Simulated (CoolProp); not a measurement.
Vapour-liquid equilibrium of dimethyl ether (1) + methanol (2) at 1.05 bar; x and y are mole fractions of (1).

Model: multi-fluid Helmholtz-energy mixture model, Wu 2011 and de Reuck 1993; pair parameters Bell 2016, in CoolProp.

```
x      bubble temperature (K)  y at the bubble point  dew temperature at overall composition x (K)  liquid density (mol/L)
-----  ----------------------  ---------------------  --------------------------------------------  ----------------------
0.05                    308.2                  0.739                                         337.2                   23.59
0.125                   284.4                  0.929                                         335.2                   23.34
0.2                     273.2                  0.965                                         333.0                   22.77
0.275                   266.9                  0.978                                         330.6                   22.09
0.35                    263.0                  0.984                                         328.0                   21.39
0.425                   260.3                  0.987                                         325.2                   20.68
0.5                     258.4                  0.989                                         322.0                   19.98
0.575                   256.9                  0.990                                         318.4                   19.30
0.65                    255.6                  0.992                                         314.3                   18.65
0.725                   254.4                  0.993                                         309.3                   18.02
0.8                     253.2                  0.994                                         302.9                   17.41
0.875                   251.8                  0.996                                         294.2                   16.84
0.95                    250.3                  0.998                                         278.8                   16.29
```

No azeotrope shows between x = 0.05 and 0.95.

Pair parameters are fitted to limited data, so mixtures are less certain than the pure fluids. With so large a gap from Raoult's law the liquid may split in two, which this calculation doesn't test in full.
